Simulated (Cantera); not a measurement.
Input: 1 mol Si2Cl6, 0.61 mol Cl2, 210 mol H2, equilibrated at 1123 K and 10.0 mbar.

Cantera equilibrium calculation (NASA polynomials, part measured and part estimated; ideal gas, pure solids and liquids). Candidate condensed phases: Si; 19 gas species. The feed counts by its element totals alone. The tables' values for SiCl3 are old estimates; treat these amounts as uncertain. Kinetics and transport are ignored.

Base state: H2 0.971, HCl 0.0264, SiCl2 0.00152, SiCl4 0.000595, SiHCl3 0.000375, SiCl3 0.000270, SiH2Cl2 2.89e-5 (mole fractions); condensed: Si(s).

Problem. What changes in the equilibrium state with this change: H2 from 210 to 37 mol?

Solution. 
| species | before | after |
|---|---|---|
| H2 | 0.971 | 0.902 |
| HCl | 0.0264 | 0.0610 |
| SiCl4 | 0.000595 | 0.0195 |
| SiCl3 | 0.000270 | 0.00369 |
| SiHCl3 | 0.000375 | 0.00494 |
| SiCl2 | 0.00152 | 0.00870 |
| SiH2Cl2 | 2.89e-5 | 0.000154 |
| Si(s), mol | 1.41 | 0.537 |
